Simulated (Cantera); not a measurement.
A perfectly stirred reactor is fed with CO : O2 : H2O : N2 = 0.017 : 0.039 : 0.00023 : 1 (molar parts), equivalence ratio 0.22, at 1130 Torr; it is held at 1300 K, and followed from long to short residence time.

Computed with Cantera and GRI-Mech 3.0 (53 species, 325 reactions).

x: mole fraction; the columns are a selection and need not sum to one.

```json
[
 {"τ (s)": "19", "x CO": "6.83e-5", "x O2": "0.0291", "x H2O": "0.000218", "x O": "4.38e-6", "x NO": "1.31e-5", "x N2O": "[?]", "x OH": "2.97e-6"},
 {"τ (s)": "5.3", "x CO": "0.000166", "x O2": "0.0292", "x H2O": "0.000217", "x O": "1.04e-5", "x NO": "1.30e-5", "x N2O": "[?]", "x OH": "4.32e-6"},
 {"τ (s)": "1.5", "x CO": "0.000393", "x O2": "0.0293", "x H2O": "0.000216", "x O": "2.42e-5", "x NO": "1.07e-5", "x N2O": "2.83e-6", "x OH": "6.29e-6"},
 {"τ (s)": "0.41", "x CO": "0.000929", "x O2": "0.0295", "x H2O": "0.000214", "x O": "5.63e-5", "x NO": "7.28e-6", "x N2O": "2.98e-6", "x OH": "9.23e-6"},
 {"τ (s)": "0.11", "x CO": "0.00215", "x O2": "0.0301", "x H2O": "0.000210", "x O": "0.000126", "x NO": "4.28e-6", "x N2O": "2.82e-6", "x OH": "1.33e-5"},
 {"τ (s)": "0.031", "x CO": "0.00453", "x O2": "0.0312", "x H2O": "0.000204", "x O": "0.000248", "x NO": "2.23e-6", "x N2O": "[?]", "x OH": "1.80e-5"},
 {"τ (s)": "0.0088", "x CO": "0.00842", "x O2": "0.0330", "x H2O": "0.000197", "x O": "0.000409", "x NO": "9.13e-7", "x N2O": "[?]", "x OH": "2.16e-5"},
 {"τ (s)": "0.0024", "x CO": "0.0130", "x O2": "0.0352", "x H2O": "0.000196", "x O": "0.000462", "x NO": "1.80e-7", "x N2O": "[?]", "x OH": "2.03e-5"}
]
```

### Question
Some entries are withheld; supply them.

### Answer

- 19, x N2O: 1.54e-6
- 5.3, x N2O: 2.30e-6
- 0.031, x N2O: 2.46e-6
- 0.0088, x N2O: 1.92e-6
- 0.0024, x N2O: 1.05e-6
